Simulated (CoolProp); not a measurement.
Vapour-liquid equilibrium of propane (1) + isobutene (2) at 80 kPa; x and y are mole fractions of (1).

Model: multi-fluid Helmholtz-energy mixture model, Lemmon 2009 and Lemmon 2005; pair parameters Bell 2016, in CoolProp.

| x | bubble temperature, mixture model (°C) | bubble temperature, Raoult's law (°C) | y, mixture model | y, Raoult's law |
|---|---|---|---|---|
| 0.05 | -17.7 | -16.2 | 0.216 | 0.175 |
| 0.125 | -23.0 | -20.7 | 0.420 | 0.373 |
| 0.2 | -26.9 | -24.5 | 0.548 | 0.518 |
| 0.275 | -29.9 | -27.9 | 0.638 | 0.626 |
| 0.35 | -32.5 | -30.9 | 0.707 | 0.709 |
| 0.425 | -34.7 | -33.5 | 0.762 | 0.774 |
| 0.5 | -36.7 | -35.9 | 0.808 | 0.826 |
| 0.575 | -38.6 | -38.1 | 0.849 | 0.868 |
| 0.65 | -40.3 | -40.0 | 0.884 | 0.902 |
| 0.725 | -42.0 | -41.8 | 0.915 | 0.930 |
| 0.8 | -43.5 | -43.5 | 0.943 | 0.953 |
| 0.875 | -45.0 | -45.0 | 0.967 | 0.973 |
| 0.95 | -46.4 | -46.4 | 0.988 | 0.990 |

The largest gap from Raoult's law is -2.4 K in bubble temperature, at x = 0.2. No azeotrope shows between x = 0.05 and 0.95.

Pair parameters are fitted to limited data, so mixtures are less certain than the pure fluids.
